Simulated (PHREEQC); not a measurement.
Dissolve 0.0015 mol AgF per kg of water at 25 °C. Closed to the air; pH follows from the charge balance.

Model: ion-association model, wateq4f.dat, run in PHREEQC.

```json
{
 "pH": "7.21",
 "ionic_strength": "0.00150 mol/kgw"
}
```

```tsv
species	molality	activity	log γ
Ag+	0.00150	0.00143	-0.019
F-	0.00150	0.00143	-0.019
AgF	4.69e-6	4.70e-6	0.000
OH-	1.71e-7	1.64e-7	-0.019
HF	1.31e-7	1.31e-7	0.000
H+	6.35e-8	6.09e-8	-0.018
AgOH	2.35e-8	2.35e-8	0.000
```

Precipitation was switched off in this run. Complexes and solids missing from the database can't appear.
